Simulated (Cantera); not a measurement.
Feed: 1 mol Si, 0.005 mol O₂, 20 mol N₂, equilibrated at 0.380 Pa.

Equilibrium computed with Cantera from the NASA thermochemical tables; the gas is ideal and each condensed phase is pure. Candidate condensed phases: Si, SiO₂, Si₂N₂O, Si₃N₄; 16 gas species. N₂ is the only nitrogen source here; it is nearly inert below about 1500 K, so the nitride shown seldom forms there in practice. The numbers say what is thermodynamically allowed, not how fast it happens.

Problem. Which condensed phases are stable at each of these points (T (°C)): 1050, 1150, 1250, 1350, 1450, 1550, 1650, 1750, 1850?

Solution. 
```csv
T (°C),condensed phases,Si condensed (%)
1050,Si₃N₄(s),99.0
1150,Si(s),98.2
1250,Si(s),89.3
1350,Si(s),11.8
1450,gas only,0.0
1550,gas only,0.0
1650,gas only,0.0
1750,gas only,0.0
1850,gas only,0.0
```

At 1050 °C the condensed part is Si₃N₄(s). From 1150 °C to 1350 °C the condensed part is Si(s). From 1450 °C to 1850 °C nothing is condensed.
